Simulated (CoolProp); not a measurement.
Propylene along the isotherm 301.85 °C: density (kg/m³) from the reference equation and from simpler models built on Tc = 91.1 °C, pc = 4555 kPa, ω = 0.146; each cubic takes its own stable root.

Values from CoolProp's reference Helmholtz-energy equation of state, Lemmon 2013.

```
p (kPa)          phase  reference
-------  -------------  ---------
455                gas      4.033
911                gas      8.133
1370               gas      12.32
1820               gas      16.47
2280               gas      20.78
2730               gas      25.05
3190               gas      29.47
3640               gas      33.84
4100               gas      38.36
4550               gas      42.84
5010     supercritical      47.47
5470     supercritical      52.15
5920     supercritical      56.77
6380     supercritical      61.54
6830     supercritical      66.24
```

How far does each simpler model (ideal gas, Redlich-Kwong, Soave-Redlich-Kwong, Peng-Robinson) lie from the reference over these 15 states: mean and median of the absolute difference, and the worst?


- ideal gas: mean 5.2 %, median 5.3 %, worst -9.2 % at 301.85 °C and 6830 kPa
- Redlich-Kwong: mean 0.9 %, median 0.9 %, worst +1.8 % at 301.85 °C and 6830 kPa
- Soave-Redlich-Kwong: mean 1.0 %, median 1.0 %, worst -2.1 % at 301.85 °C and 6830 kPa
- Peng-Robinson: mean 0.6 %, median 0.7 %, worst +0.9 % at 301.85 °C and 6380 kPa
